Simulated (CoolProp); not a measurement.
100 sccm (0 °C, 1 atm) of nitrogen bubbles through liquid R365MFC at 289.9 K and leaves saturated at a total pressure of 0.15 MPa (ideal gas phase). Each further row changes one setting.

Values from CoolProp's reference Helmholtz-energy equation of state, Lemmon 2016.

```tsv
case	vapour pressure (kPa)	mole fraction of vapour	delivery (mg/min)	delivery (sccm)	change of delivery for a bath 1 K warmer (%)
as stated	40.2	0.268	242	36.6	6.1
bath temperature 294.9 K	49.7	0.331	327	49.5	6.5
total pressure 0.3 MPa	40.2	0.134	102	15.5	5.1
```
